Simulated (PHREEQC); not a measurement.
**Ultrapure water in contact with air or piping**

Synthetic water in mg/L, 20 °C, pH 6.83, pe 10.5:

```tsv
constituent	mg/L
Na	0.0539
K	3.67e-05
Ca	0.149
Mg	0.0407
Cl	0.215
S(6) as SO4	0.133
Alkalinity as HCO3	0.265
Pb	0.00175
O(0) (dissolved oxygen)	0.000117
Li	9.28e-05
F	0.000208
```

Valence states are taken as typed.

Equilibrium calculation in PHREEQC: ion-association model, wateq4f.dat.

Each row changes one thing in this solution. This is a speciation only: nothing precipitates in the calculation.

```json
[
 {"case": "as made", "HCO3- (mol/kgw)": "4.44e-6", "CO2 (mol/kgw)": "1.57e-6", "Pb+2 (mol/kgw)": "7.31e-9", "CO3-2 (mol/kgw)": "1.28e-9", "PbOH+ (mol/kgw)": "9.48e-10", "CaSO4 (mol/kgw)": "9.38e-10", "SI of Pb(OH)2 (Pb(OH)2)": "-2.81", "SI of Cerrusite (PbCO3)": "-3.85"},
 {"case": "all concentrations times 2 at the same typed pH", "HCO3- (mol/kgw)": "8.78e-6", "CO2 (mol/kgw)": "3.11e-6", "Pb+2 (mol/kgw)": "1.43e-8", "CO3-2 (mol/kgw)": "2.55e-9", "PbOH+ (mol/kgw)": "1.85e-9", "CaSO4 (mol/kgw)": "3.69e-9", "SI of Pb(OH)2 (Pb(OH)2)": "-2.52", "SI of Cerrusite (PbCO3)": "-3.27"},
 {"case": "pH from 6.83 to 7.13 at the same alkalinity", "HCO3- (mol/kgw)": "4.32e-6", "CO2 (mol/kgw)": "7.67e-7", "Pb+2 (mol/kgw)": "6.47e-9", "CO3-2 (mol/kgw)": "2.49e-9", "PbOH+ (mol/kgw)": "1.67e-9", "CaSO4 (mol/kgw)": "9.38e-10", "SI of Pb(OH)2 (Pb(OH)2)": "-2.26", "SI of Cerrusite (PbCO3)": "-3.62"},
 {"case": "temperature from 20 to 50 °C at the same typed pH", "HCO3- (mol/kgw)": "4.13e-6", "CO2 (mol/kgw)": "1.17e-6", "Pb+2 (mol/kgw)": "7.24e-9", "CO3-2 (mol/kgw)": "1.90e-9", "PbOH+ (mol/kgw)": "9.39e-10", "CaSO4 (mol/kgw)": "1.22e-9", "SI of Pb(OH)2 (Pb(OH)2)": "-1.85", "SI of Cerrusite (PbCO3)": "-4.03"},
 {"case": "K from 3.67e-05 to 1.83e-05 mg/L", "HCO3- (mol/kgw)": "4.44e-6", "CO2 (mol/kgw)": "1.57e-6", "Pb+2 (mol/kgw)": "7.31e-9", "CO3-2 (mol/kgw)": "1.28e-9", "PbOH+ (mol/kgw)": "9.48e-10", "CaSO4 (mol/kgw)": "9.38e-10", "SI of Pb(OH)2 (Pb(OH)2)": "-2.81", "SI of Cerrusite (PbCO3)": "-3.85"}
]
```

Constants without temperature data keep their 25 °C values here.
